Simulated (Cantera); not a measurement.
**Equilibrium for carbon deposition, reforming and gasification: C2H4 + CO2**

Input: 1 mol C2H4, 0.55 mol CO2, equilibrated at 0.0270 bar.

These are equilibrium values from Cantera (NASA tables, ideal gas, pure condensed phases), not measurements of a reactor. Candidate condensed phases: C, C6H6, C7H8, C8H18, H2O; 110 gas species. Equilibrium is a limit: real reactors are often held back by kinetics, nucleation or transport.

```
T (K)   x H2     x H2O      x CO     x CH4     x CO2       x H  x C2H2 (acetylene)  n C(graphite)
-----  -----  --------  --------  --------  --------  --------  ------------------  -------------
525    0.106     0.514  0.000188     0.301    0.0791    <1e-12              <1e-12           1.93
625    0.360     0.357   0.00531     0.169     0.109    <1e-12              <1e-12           2.01
725    0.596     0.174    0.0563    0.0493     0.124    <1e-12              <1e-12           2.02
825    0.653    0.0501     0.225    0.0104    0.0616  3.90e-11            2.36e-12           1.73
925    0.645   0.00867     0.335   0.00254   0.00912   1.27e-9            8.18e-11           1.50
1025   0.644   0.00163     0.352  0.000824   0.00115   2.13e-8             1.42e-9           1.46
1125   0.645  0.000397     0.354  0.000324  0.000198   2.17e-7             1.48e-8           1.45
1225   0.645  0.000121     0.355  0.000147   4.55e-5   1.52e-6             1.05e-7           1.45
1325   0.645   4.45e-5     0.355   7.54e-5   1.31e-5   7.99e-6             5.49e-7           1.45
1425   0.645   1.88e-5     0.355   4.23e-5   4.54e-6   3.33e-5             2.27e-6           1.45
```
x: gas mole fraction; n: condensed amount in mol.

From 525 K to 1425 K the condensed part is C(graphite). The main C-bearing gas is CH4 at 525 K and CO at 1425 K.
